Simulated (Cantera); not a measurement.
A perfectly stirred reactor is fed with CH4 : H2 : N2 = 0.031 : 1 : 0.018 (molar parts), at 0.0267 bar; it is held at 2125 K, and followed from long to short residence time.

Model: GRI-Mech 3.0 (53 species, 325 reactions), integrated in Cantera. GRI-Mech 3.0 stops at C3 and has no aromatics, soot or wall deposition, so with more carbon than oxygen in the feed, carbon stays in small species such as C2H2 where larger ones or solid carbon would form. Radical loss at walls, strong at low pressure, is not modelled.

```json
[
 {"quantity": "x(CH4) at τ = 2.70 s", "before": "0.000328", "after": "0.000226"},
 {"quantity": "x(H2) at τ = 2.70 s", "before": "0.949", "after": "0.965"},
 {"quantity": "x(H) at τ = 2.70 s", "before": "0.0196", "after": "0.0199"},
 {"quantity": "x(C2H6) at τ = 2.70 s", "before": "1.66e-9", "after": "7.79e-10"},
 {"quantity": "x(C2H) at τ = 2.70 s", "before": "8.02e-6", "after": "3.75e-6"},
 {"quantity": "x(CH4) at τ = 38.0 ms", "before": "0.00603", "after": "0.00385"},
 {"quantity": "x(H2) at τ = 38.0 ms", "before": "0.955", "after": "0.972"},
 {"quantity": "x(H) at τ = 38.0 ms", "before": "0.0105", "after": "0.0107"},
 {"quantity": "x(C2H6) at τ = 38.0 ms", "before": "3.09e-7", "after": "1.25e-7"},
 {"quantity": "x(C2H) at τ = 38.0 ms", "before": "3.28e-6", "after": "1.35e-6"}
]
```

Task: Name the change that produced these shifts.
(A) H2 1 to 0.15 parts
(B) H2 1 to 2.2 parts
(C) temperature 2125 to 1225 K
(D) temperature 2125 to 1648 K

Result: B, H2 1 to 2.2 parts
